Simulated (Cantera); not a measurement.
Charge: 1 mol Si₂Cl₆, 9.5 mol N₂, 19 mol H₂, equilibrated at 0.860 bar.

Method: chemical equilibrium by Gibbs-energy minimisation in Cantera with the NASA 1993 tables (ideal gas, pure condensed phases). Candidate condensed phases: NH₄Cl, Si, Si₃N₄; 28 gas species. The feed counts by its element totals alone. N₂ is the only nitrogen source here; it is nearly inert below about 1500 K, so the nitride shown seldom forms there in practice. Gases not in the tables: Si₂H₆ and higher silanes. Kinetics and transport are ignored.

What share of the Si ends up in condensed phases as a function of T (K), at 1423, 1473, 1523, 1573, 1623, 1673, 1723, 1773, 1823, 1873, 1923?


```csv
T (K),Si condensed (%),as
1423,97.3,Si₃N₄(s)
1473,96.8,Si₃N₄(s)
1523,95.9,Si₃N₄(s)
1573,94.4,Si₃N₄(s)
1623,92.0,Si₃N₄(s)
1673,88.3,Si₃N₄(s)
1723,83.3,Si₃N₄(s)
1773,76.8,Si₃N₄(s)
1823,69.0,Si₃N₄(s)
1873,60.2,Si₃N₄(s)
1923,50.9,Si₃N₄(s)
```
